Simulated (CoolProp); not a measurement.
Vapour-liquid equilibrium of n-butane (1) + R245fa (2) at 386.7 K; x and y are mole fractions of (1).

The numbers come from the multi-fluid Helmholtz-energy mixture model, Bücker 2006 and Akasaka 2015; pair parameters Bell 2016 in CoolProp.

Q: Give the bubble pressure and the first vapour's composition at x = 0.425, 0.5, 0.725. Is there an azeotrope?

A: x = 0.425: 2.482 MPa, y = 0.477; x = 0.5: 2.520 MPa, y = 0.527; x = 0.725: 2.481 MPa, y = 0.680. y crosses x between x = 0.575 and 0.65: the model has an azeotrope there.

The pair parameters rest on a limited set of measurements; away from them the model extrapolates.
